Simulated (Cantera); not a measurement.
**Thermodynamics of silicon nitride deposition, feed SiH₄ + N₂**

Charge: 1 mol SiH₄, a varied amount of N₂, held at 0.000450 bar.

These are equilibrium values from Cantera (NASA tables, ideal gas, pure condensed phases), not measurements of a reactor. Candidate condensed phases: Si, Si₃N₄; 18 gas species. N₂ is the only nitrogen source here; it is nearly inert below about 1500 K, so the nitride shown seldom forms there in practice. Mutual solubility and eutectic melting of coexisting phases are not modelled. Kinetics and transport are ignored.

Stable condensed phases:

```
T in K \ n(N₂) in mol
         0.28 0.42 0.64 0.98  1.5  2.3  3.4  5.2    8   12   18
   1800     A    A    A    A    A    A    A    A    A    A    A
   1700     A    A    A    A    A    A    A    A    A    A    A
   1600     A    A    A    A    A    A    A    B    B    B    B
   1500     C    C    C    B    B    B    B    B    B    B    B
   1400     C    C    C    B    B    B    B    B    B    B    B
   1300     C    C    C    B    B    B    B    B    B    B    B
   1200     C    C    C    B    B    B    B    B    B    B    B
   1100     C    C    C    B    B    B    B    B    B    B    B
   1000     C    C    C    B    B    B    B    B    B    B    B
    900     C    C    C    B    B    B    B    B    B    B    B
    800     C    C    C    B    B    B    B    B    B    B    B
    700     C    C    C    B    B    B    B    B    B    B    B
```

A: Si; B: Si₃N₄; C: Si + Si₃N₄.
